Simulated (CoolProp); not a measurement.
Vapour-liquid equilibrium of toluene (1) + m-xylene (2) at 0.205 MPa; x and y are mole fractions of (1).

Values from CoolProp's multi-fluid Helmholtz-energy mixture model, Lemmon 2006 and Zhou 2012; pair parameters Bell 2016.

```tsv
x	bubble temperature, mixture model (°C)	bubble temperature, Raoult's law (°C)	y, mixture model	y, Raoult's law
0.05	…	165.4	…	0.094
0.2	…	159.7	0.332	0.333
0.35	153.7	154.6	…	0.521
0.5	149.0	150.0	…	0.672
0.65	…	145.8	0.784	0.793
0.8	…	142.0	…	0.893
0.95	138.4	138.5	0.971	0.976
```

Question: Complete the blanks.

Answer: 
- 0.05, bubble temperature, mixture model (°C): 165.3
- 0.05, y, mixture model: 0.092
- 0.2, bubble temperature, mixture model (°C): 159.2
- 0.35, y, mixture model: 0.520
- 0.5, y, mixture model: 0.667
- 0.65, bubble temperature, mixture model (°C): 144.9
- 0.8, bubble temperature, mixture model (°C): 141.4
- 0.8, y, mixture model: 0.882

The largest gap from Raoult's law is -1.0 K in bubble temperature, at x = 0.5. No azeotrope shows between x = 0.05 and 0.95.

The pair parameters rest on a limited set of measurements; away from them the model extrapolates.
